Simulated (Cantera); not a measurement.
A freely propagating, adiabatic, planar premixed flame of 13.5 % CH₄, 0.457 % H₂, 18.0 % O₂, 68.1 % N₂, unburnt at 300 K and 7.80 atm; mixture-averaged transport, grid criteria slope 0.08 and curve 0.16, no radiation.

Model: GRI-Mech 3.0 (53 species, 325 reactions), integrated in Cantera. Burning velocities carry a grid error of a few per cent, more on coarse grids.

x: mole fraction of selected species; z is measured from the peak of heat release.

```csv
z (mm),T (K),u (m/s),x CH₄,x H₂,x O₂,x CH₂O,x NO₂,x C₂H₆
-0.896,300,0.0589,0.134,0.00643,0.180,4.08e-8,<1e-8,1.14e-8
-0.598,306,0.0602,0.133,0.0105,0.179,1.64e-6,<1e-8,5.12e-7
-0.448,335,0.0663,0.131,0.0159,0.176,1.73e-5,<1e-8,5.92e-6
-0.299,?,0.0980,?,?,0.164,?,?,?
-0.149,992,0.203,0.0825,0.0371,0.116,0.00107,7.70e-8,0.000512
-0.0747,1380,0.286,0.0518,0.0429,0.0712,0.00139,3.06e-8,0.00100
0,1720,0.359,0.0241,0.0480,0.0287,0.000411,<1e-8,0.000589
0.0747,1875,0.393,0.0125,0.0515,0.00889,9.37e-5,<1e-8,0.000118
0.149,1921,0.403,0.00897,0.0542,0.00306,3.50e-5,<1e-8,3.41e-5
0.299,1938,0.407,0.00656,0.0582,0.000542,1.20e-5,<1e-8,8.85e-6
0.598,1935,0.407,?,0.0633,?,?,<1e-8,?
1.20,1927,0.407,0.00324,0.0688,3.68e-7,3.42e-6,<1e-8,1.40e-6
2.39,1920,0.407,0.00219,0.0742,1.42e-8,1.97e-6,<1e-8,5.83e-7
```

Fill in the missing entries.


- -0.299, T (K): 489
- -0.299, x CH₄: 0.119
- -0.299, x H₂: 0.0254
- -0.299, x CH₂O: 0.000166
- -0.299, x NO₂: 1.93e-8
- -0.299, x C₂H₆: 6.46e-5
- 0.598, x CH₄: 0.00471
- 0.598, x O₂: 3.80e-5
- 0.598, x CH₂O: 5.81e-6
- 0.598, x C₂H₆: 3.26e-6
